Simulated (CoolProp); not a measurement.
Saturated liquid density (kg/m³) of R1234yf: the reference equation beside estimates from Tc = 367.8 K, pc = 33.84 bar, ω = 0.276.

Computed with CoolProp (reference Helmholtz-energy equation of state, Lemmon 2022).

```tsv
T (K)	reference	van der Waals	Peng-Robinson
246.5	1255	738.5	(withheld)
253.3	1236	727.4	1248
260.1	1216	715.8	1226
267	1195	703.7	(withheld)
273.8	1174	691.2	1180
280.6	1152	678.2	1155
287.4	1130	664.7	1128
294.2	1106	650.6	1099
301	1081	635.7	1069
307.8	1055	620.0	(withheld)
314.6	1028	603.3	1000
321.4	997.9	585.5	(withheld)
328.2	965.8	566.3	919.8
335	930.6	545.3	873.1
341.8	891.0	522.1	820.8
```

Problem. Some entries are withheld; supply them.

Solution. 
- 246.5, Peng-Robinson: 1268
- 267, Peng-Robinson: 1204
- 307.8, Peng-Robinson: 1036
- 321.4, Peng-Robinson: 961.9

Absolute difference from the reference over all 15 rows, mean and median: van der Waals 41.2 and 41.2 %, Peng-Robinson 2.2 and 1.0 %.
